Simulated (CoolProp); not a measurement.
Values from CoolProp's reference Helmholtz-energy equation of state, Guder 2009.

Q: For sulfur hexafluoride, give the phase and the cv (kJ/(kg K)), Joule-Thomson coefficient (K/MPa), conductivity (mW/(m K)) at 205.15 °C and 0.0178 MPa.

A: 
- 205.15 °C and 0.0178 MPa: gas; cv 0.807, Joule-Thomson coefficient 2.74, conductivity 26.1

Thermal conductivity comes from a separate model (Assael 2012).
